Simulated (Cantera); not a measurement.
A perfectly stirred reactor is fed with H₂ : O₂ : N₂ : NO = 1 : 1.22 : 4.59 : 0.02 (molar parts), at 15.0 bar; it is adiabatic with a 425 K inlet, and is followed from long to short residence time, starting on the burning branch (τ in s: 0.067, 0.03, 0.013, 0.0059, 0.0026, 0.0012, 0.00051, 0.00023, 0.0001, 4.5e-05, 2e-05, 8.9e-06, 3.9e-06).

Computed with Cantera and GRI-Mech 3.0 (53 species, 325 reactions). The hydrogen kinetics of GRI-Mech 3.0 are dated; newer H2 mechanisms differ, most at raised pressure. The pressure lies above the range GRI-Mech 3.0 was tuned for (to about 10 atm). The mechanism lacks 2 NO + O2 → 2 NO2 and HONO, so NO2 and the effect of NO are under-described below about 1400 K.

Q: What does this change do: pressure from 15.0 bar to 7.70 bar?

A: 
| quantity | before | after |
|---|---|---|
| blow-out, bracketed by the residence times tried | burning at 0.230 ms, out at 0.100 ms | burning at 45.0 µs, out at 20.0 µs |
| x(H₂) at τ = 67.0 ms | 4.68e-5 | 5.98e-5 |
| x(O₂) at τ = 67.0 ms | 0.114 | 0.114 |
| x(NO) at τ = 67.0 ms | 0.00304 | 0.00307 |
| x(H) at τ = 67.0 ms | 1.19e-7 | 3.32e-7 |
| x(N₂O) at τ = 67.0 ms | 7.24e-7 | 8.68e-7 |
| x(H₂) at τ = 0.510 ms | 0.00240 | 0.00177 |
| x(O₂) at τ = 0.510 ms | 0.115 | 0.114 |
| x(NO) at τ = 0.510 ms | 0.00278 | 0.00303 |
| x(H) at τ = 0.510 ms | 1.12e-5 | 3.80e-5 |
| x(N₂O) at τ = 0.510 ms | 1.34e-5 | 5.91e-6 |

Q: What does this change do: pressure from 15.0 bar to 10.0 bar?

A: 
```csv
quantity,before,after
"blow-out, bracketed by the residence times tried","burning at 0.230 ms, out at 0.100 ms","burning at 0.100 ms, out at 45.0 µs"
x(H₂) at τ = 67.0 ms,4.68e-5,5.50e-5
x(O₂) at τ = 67.0 ms,0.114,0.114
x(NO) at τ = 67.0 ms,0.00304,0.00306
x(H) at τ = 67.0 ms,1.19e-7,2.21e-7
x(N₂O) at τ = 67.0 ms,7.24e-7,7.94e-7
x(H₂) at τ = 0.510 ms,0.00240,0.00192
x(O₂) at τ = 0.510 ms,0.115,0.114
x(NO) at τ = 0.510 ms,0.00278,0.00296
x(H) at τ = 0.510 ms,1.12e-5,2.34e-5
x(N₂O) at τ = 0.510 ms,1.34e-5,7.96e-6
```

Q: What does this change do: N2 4.59 to 6.3 parts?

A: 
```json
[
 {"quantity": "blow-out, bracketed by the residence times tried", "before": "burning at 0.230 ms, out at 0.100 ms", "after": "burning at 1.20 ms, out at 0.510 ms"},
 {"quantity": "x(H₂) at τ = 67.0 ms", "before": "4.68e-5", "after": "0.000267"},
 {"quantity": "x(O₂) at τ = 67.0 ms", "before": "0.114", "after": "0.0894"},
 {"quantity": "x(NO) at τ = 67.0 ms", "before": "0.00304", "after": "0.00189"},
 {"quantity": "x(H) at τ = 67.0 ms", "before": "1.19e-7", "after": "6.87e-8"},
 {"quantity": "x(N₂O) at τ = 67.0 ms", "before": "7.24e-7", "after": "2.60e-6"},
 {"quantity": "x(H₂) at τ = 0.510 ms", "before": "0.00240", "after": "0.117"},
 {"quantity": "x(O₂) at τ = 0.510 ms", "before": "0.115", "after": "0.143"},
 {"quantity": "x(NO) at τ = 0.510 ms", "before": "0.00278", "after": "0.00234"},
 {"quantity": "x(H) at τ = 0.510 ms", "before": "1.12e-5", "after": "<1e-12"},
 {"quantity": "x(N₂O) at τ = 0.510 ms", "before": "1.34e-5", "after": "<1e-12"}
]
```
